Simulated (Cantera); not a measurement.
Feed: 1 mol C2F6, 1.4 mol CH4, 0.16 mol H2, equilibrated at 20.0 Pa.

Equilibrium computed with Cantera from the NASA thermochemical tables; the gas is ideal and each condensed phase is pure. Candidate condensed phases: C, C6H6, C7H8, C8H18; 95 gas species. The feed counts by its element totals alone. The numbers say what is thermodynamically allowed, not how fast it happens.

At 1925 K, list the 5 most abundant gas species with their mole fractions, and the condensed phases.

HF 0.987, F 0.0122, CF2 0.000602, H 0.000111, CF 3.85e-5. Condensed: C(graphite).
